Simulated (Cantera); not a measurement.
A perfectly stirred reactor is fed with 38.7 % H₂, 12.9 % O₂, 48.4 % N₂, at 368 Torr; it is adiabatic with a 750 K inlet, and is followed from long to short residence time, starting on the burning branch (τ in s: 0.23, 0.1, 0.046, 0.021, 0.0092, 0.0041, 0.0018, 0.00081, 0.00036, 0.00016, 7.1e-05, 3.2e-05, 1.4e-05).

Computed with Cantera and GRI-Mech 3.0 (53 species, 325 reactions).

One state of this run: T (K) = 2494; x H₂ = 0.144; x O₂ = 0.000363; x NO = 0.000699; x O = 0.000436; x HO₂ = 1.77e-7; x N₂O = 2.21e-8. x: mole fraction; the columns are a selection and need not sum to one.

**Question.** Which value of τ (s) does it belong to?
(A) 7.1e-5
(B) 0.10
(C) 0.0041
(D) 0.021

**Answer.** B, 0.10
